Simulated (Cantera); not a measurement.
What does this Cantera script print?

```python
import numpy as np
import cantera as ct

gas_names = [...]  # 113 gases of nasa_gas.yaml made of C, H, O, Ti
cond_names = """
    C(gr) C6H6(L) C7H8(L) C8H18(L),n-octa H2O(s) H2O(L) Ti(a) Ti(b) Ti(L) TiC(s) TiC(L) TiO(a) TiO(b)
    TiO(L) TiO2(ru) TiO2(L) Ti2O3(a) Ti2O3(b) Ti2O3(L) Ti3O5(a) Ti3O5(b) Ti3O5(L) Ti4O7(s) Ti4O7(L)
""".split()


# ... load() reads the species with a 1 bar reference pressure and builds the phases ...
atoms = {
    'Ti(OiPr)4': {'Ti': 1, 'C': 12, 'H': 28, 'O': 4},
    'H2': {'H': 2},
}
top_T = {'C(gr)': 4500}  # K; cautious upper limits of use, not melting points


# ... equilibrate(T, P, feed) seeds the gas with the atoms and calls Mixture.equilibrate('TP', solver="vcs", rtol=1e-11, max_steps=5000) ...
results = []
feed = {'Ti(OiPr)4': 1, 'H2': 240}  # mol
T = 1198  # K
P = 5800  # Pa
mix = equilibrate(T, P, feed)
results.append((T, P, feed, dict(zip(mix.species_names, mix.species_moles))))
x = sorted(zip(gas.X, gas.species_names), reverse=True)
print(f"T = {T:g} K  P = {P:g} Pa  gas = {mix.phase_moles(0):.4g} mol")
print("   x: " + "  ".join(f"{s} {v:.3e}" for v, s in x if v > 0.0001))
print("   condensed (mol): " + ("  ".join(f"{mix.phase(i).name} {mix.phase_moles(i):.4g}"
      for i in range(1, mix.n_phases) if mix.phase_moles(i) > 1e-12) or "none"))
```

Result:

```
T = 1198 K  P = 5800 Pa  gas = 257.8 mol
   x: H2 9.836e-01  CO 1.549e-02  CH4 8.999e-04
   condensed (mol): C(gr) 6.774  TiC(s) 1
```

Equilibrium computed with Cantera from the NASA thermochemical tables; the gas is ideal and each condensed phase is pure. The feed counts by its element totals alone. TiC: taken at fixed stoichiometry.
